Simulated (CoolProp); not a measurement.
Vapour-liquid equilibrium of R134a (1) + R124 (2) at 47.15 °C; x and y are mole fractions of (1).

The numbers come from the multi-fluid Helmholtz-energy mixture model, Tillner-Roth 1994 and de Vries 1995; pair parameters Bell 2016 in CoolProp.

```
x     bubble pressure, mixture model (bar)  bubble pressure, Raoult's law (bar)  y, mixture model  y, Raoult's law
----  ------------------------------------  -----------------------------------  ----------------  ---------------
0.05                                 7.506                                7.454             0.081            0.082
0.2                                  8.388                                8.212             0.288            0.299
0.35                                 9.218                                8.971             0.458            0.478
0.5                                  9.996                                9.730             0.602            0.630
0.65                                 10.73                                10.49             0.730            0.760
0.8                                  11.41                                11.25             0.848            0.872
0.95                                 12.06                                12.01             0.962            0.970
```

The largest gap from Raoult's law is +2.8 % in bubble pressure, at x = 0.35. No azeotrope shows between x = 0.05 and 0.95.

The pair parameters rest on a limited set of measurements; away from them the model extrapolates.
